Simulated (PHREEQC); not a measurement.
PHREEQC input (ion-association model, wateq4f.dat):

```
SOLUTION_MASTER_SPECIES
  Amm  AmmH+  0  AmmH  17.031  # ammonia with no redox link, constants of NH4+
SOLUTION_SPECIES
  PO4-3 + 3H+ = H3PO4  # constants of phreeqc.dat
    -log_k 21.721
    -delta_h -10.1 kJ
  AmmH+ = AmmH+
    -log_k 0
  AmmH+ = Amm + H+
    -log_k -9.252
    -delta_h 12.48 kcal
    -analytic 0.6322 -0.001225 -2835.76
    -gamma 2.5 0.0
  AmmH+ + SO4-2 = AmmHSO4-
    -log_k 1.11
    -gamma 5.0 0.0
PHASES
  Amm(g)
    Amm = Amm
    -log_k 1.770
    -delta_h -8.170 kcal
EXCHANGE_SPECIES
  AmmH+ + X- = AmmHX
    -log_k 0.6
SOLUTION 1
  temp 20
  units mol/kgw
  pH 7 charge
  Amm 0.011
  Si 0.00013
  K 0.000412
  C(4) 7.6e-05
SOLUTION 2
  temp 20
  units mol/kgw
  pH 7 charge
  P 0.0033
  K 0.0033
  C(4) 0.051
  Na 0.102
END
SELECTED_OUTPUT 1
  -reset false
  -pH true
  -pe true
  -ionic_strength true
  -water true
  -totals Amm C K Na P Si C(-4) C(4)
  -molalities H+ CO3-2 K+ Na+ PO4-3 H4SiO4 H3SiO4- H2SiO4-2 HPO4-2 H2PO4-
    NaHPO4- KHPO4- CO2 HCO3- NaCO3- NaHCO3 O2 OH- AmmH+ Amm
    H3PO4
  -equilibrium_phases SiO2(a) Nahcolite Natron
PRINT
  -reset false
MIX 1
  1 1
  2 0
EQUILIBRIUM_PHASES 1
  SiO2(a) 0 0
  Nahcolite 0 0
  Natron 0 0
  O2(g) -0.68 10
END
# ... the last block is repeated for the other 10 points of share of solution B
```

Selected output (columns that matter, 11 of 11 rows; share of solution B added in front):

```
share of solution B	pH	mu	Amm	C	K	Na	P	Si	m_H+	m_CO3-2	m_K+	m_Na+	m_PO4-3	m_H4SiO4
0	10.876	0.00083926	0.011	7.6e-05	0.000412	0	0	0.00013	1.374e-11	5.904e-05	0.000412	0	0	1.227e-05
0.1	10.991	0.015288	0.0099	0.0051684	0.0007008	0.0102	0.00033	0.000117	1.1355e-11	0.0041052	0.00070055	0.009832	2.2053e-05	7.9118e-06
0.2	11.009	0.029094	0.0088	0.010261	0.0009896	0.0204	0.00066	0.000104	1.119e-11	0.0079052	0.000989	0.019197	5.3609e-05	6.5019e-06
0.3	11.007	0.042364	0.0077	0.015353	0.0012784	0.0306	0.00099	9.1e-05	1.1421e-11	0.011458	0.0012774	0.028262	8.8905e-05	5.5494e-06
0.4	10.998	0.05521	0.0066	0.020446	0.0015672	0.0408	0.00132	7.8e-05	1.1797e-11	0.01481	0.0015656	0.037104	0.00012584	4.74e-06
0.5	10.987	0.067708	0.0055	0.025538	0.001856	0.051	0.00165	6.5e-05	1.224e-11	0.017995	0.0018538	0.045767	0.0001634	3.977e-06
0.6	10.974	0.079911	0.0044	0.03063	0.0021448	0.0612	0.00198	5.2e-05	1.2716e-11	0.021037	0.002142	0.054282	0.00020105	3.2208e-06
0.7	10.96	0.091857	0.0033	0.035723	0.0024336	0.0714	0.00231	3.9e-05	1.3211e-11	0.023955	0.0024301	0.06267	0.00023847	2.4526e-06
0.8	10.946	0.10358	0.0022	0.040815	0.0027224	0.0816	0.00264	2.6e-05	1.3716e-11	0.026764	0.0027181	0.070947	0.0002755	1.6628e-06
0.9	10.933	0.1151	0.0011	0.045908	0.0030112	0.0918	0.00297	1.3e-05	1.4225e-11	0.029475	0.003006	0.079125	0.00031203	8.4614e-07
1	10.919	0.12643	0	0.051	0.0033	0.102	0.0033	0	1.4736e-11	0.032098	0.0032939	0.087214	0.000348	0
```

H3PO4, which wateq4f.dat lacks, is added to it with the constant of phreeqc.dat.
